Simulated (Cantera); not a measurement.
A perfectly stirred reactor is fed with 1.22 % CO, 0.458 % O2, 4.86 % H2O, 93.5 % N2, at 1.10 bar; it is held at 1425 K, and followed from long to short residence time.

Cantera simulation using GRI-Mech 3.0 (53 species, 325 reactions); the numbers are that mechanism's predictions, not measurements.

Task: Predict: x(CO) at τ = 6.40 s; x(O2) at τ = 6.40 s; x(H2O) at τ = 6.40 s; x(O) at τ = 6.40 s; x(CO) at τ = 74.0 ms; x(O2) at τ = 74.0 ms; x(H2O) at τ = 74.0 ms; x(O) at τ = 74.0 ms.

Result: 
```
Quantity                 Result
---------------------  --------
x(CO) at τ = 6.40 s     0.00108
x(O2) at τ = 6.40 s     7.49e-6
x(H2O) at τ = 6.40 s     0.0469
x(O) at τ = 6.40 s      2.42e-7
x(CO) at τ = 74.0 ms    0.00141
x(O2) at τ = 74.0 ms   0.000198
x(H2O) at τ = 74.0 ms    0.0467
x(O) at τ = 74.0 ms     1.35e-5
```
